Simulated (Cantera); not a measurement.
An isothermal, constant-pressure homogeneous reactor starts with CO : O2 : H2O : N2 = 0.0028 : 0.064 : 0.00053 : 1 (molar parts), equivalence ratio 0.022, at 1325 K and 2.50 bar.

Model: GRI-Mech 3.0 (53 species, 325 reactions), integrated in Cantera.

Predict: x(CO) at 2.00 s; x(O2) at 2.00 s; x(H2O) at 2.00 s; x(NO) at 2.00 s.


| Item | Value |
|---|---|
| x(CO) at 2.00 s | 2.03e-9 (gas-phase equilibrium 1.73e-9) |
| x(O2) at 2.00 s | 0.0587 (gas-phase equilibrium 0.0586) |
| x(H2O) at 2.00 s | 0.000497 (gas-phase equilibrium 0.000497) |
| x(NO) at 2.00 s | 6.39e-7 (gas-phase equilibrium 0.000269) |
